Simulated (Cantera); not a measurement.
A closed system holds: 1 mol SiO2, 0.23 mol MgO, 0.22 mol O2, 0.11 mol MgCl2, equilibrated at 1525 K and 4.50 mbar.

Cantera equilibrium calculation (NASA polynomials, part measured and part estimated; ideal gas, pure solids and liquids). Candidate condensed phases: Mg, MgCl2, MgO, MgSiO3, Mg2SiO4, Si, SiO2; 20 gas species. Mutual solubility and eutectic melting of coexisting phases are not modelled. The tables hold silica as quartz up to 1696 K and as liquid above; real silica turns to tridymite and cristobalite and melts near 1996 K. Condensed phases not in the tables: alloys, solid solutions and most ternary compounds. Rates play no part.

Base state: O2 0.506, Cl 0.342, Cl2 0.111, MgCl2 0.0416, ClO 0.000389, O 6.00e-5 (mole fractions); condensed: MgSiO3(s) + SiO2(β-quartz).

Problem. What changes in the equilibrium state with this change: temperature from 1525 K to 1575 K?

Solution. 
```
species                before     after
-------------------  --------  --------
O2                      0.506     0.496
Cl                      0.342     0.381
Cl2                     0.111    0.0730
MgCl2                  0.0416    0.0502
O                     6.00e-5  0.000112
ClO                  0.000389  0.000403
MgSiO3(s), mol          0.326     0.322
SiO2(β-quartz), mol     0.674     0.678
```
